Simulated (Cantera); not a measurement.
# Low-pressure radical oxidation in H2/O2

An isothermal, constant-pressure homogeneous reactor starts with 9.91 % H₂, 90.1 % O₂, at 1223 K and 10.00 Torr.

Cantera simulation using the H2/O2 subset of GRI-Mech 3.0, which has no nitrogen chemistry; the numbers are that mechanism's predictions, not measurements. Radical loss at walls, strong at low pressure, is not modelled. The temperature is held fixed by assumption; the heat of reaction is taken as removed at once.

| t (s) | x H₂ | x O₂ | x HO₂ | x H₂O | x O | x H |
|---|---|---|---|---|---|---|
| 2.00e-6 | 0.0991 | 0.901 | 2.51e-10 | <1e-12 | 5.93e-12 | 2.45e-10 |
| 1.07e-5 | 0.0991 | 0.901 | 1.34e-9 | 1.71e-11 | 1.54e-10 | 1.20e-9 |
| 5.69e-5 | 0.0991 | 0.901 | 7.16e-9 | 1.79e-9 | 3.35e-9 | 5.59e-9 |
| 0.000304 | 0.0991 | 0.901 | 3.87e-8 | 2.57e-7 | 1.60e-7 | 1.35e-7 |
| 0.00162 | 0.0212 | 0.850 | 5.31e-6 | 0.0600 | 0.0332 | 0.0257 |
| 0.00864 | 0.00224 | 0.848 | 5.28e-6 | 0.0878 | 0.0409 | 0.0154 |
| 0.0461 | 0.000621 | 0.884 | 3.95e-6 | 0.100 | 0.0104 | 0.00201 |
| 0.246 | 3.35e-5 | 0.895 | 8.21e-7 | 0.104 | 0.000556 | 2.48e-5 |
| 1.31 | 1.88e-6 | 0.896 | 7.92e-8 | 0.104 | 3.16e-5 | 3.37e-7 |
| 7.00 | 1.91e-7 | 0.896 | 1.48e-8 | 0.104 | 3.25e-6 | 1.11e-8 |
x: mole fraction; the columns are a selection and need not sum to one.

Equilibrium at this temperature and pressure: H₂ 1.95e-8, O₂ 0.896, HO₂ 1.77e-8, H₂O 0.104, O 3.33e-7, H 3.66e-10 (gas phase only).
